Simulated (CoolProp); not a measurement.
Computed with CoolProp (reference Helmholtz-energy equation of state, Bücker 2006).

**Question.** Give the vapour pressure (kPa), liquid density (kg/m³), vapour Z, liquid viscosity (µPa s) of saturated ethane at -50.15 °C.

**Answer.** 
```json
[
 {"T (°C)": "-50.15", "p (kPa)": "549", "liquid density (kg/m³)": "492", "vapour Z": "0.889", "liquid viscosity (µPa s)": "106"}
]
```

Viscosity comes from a separate model (Friend 1991).
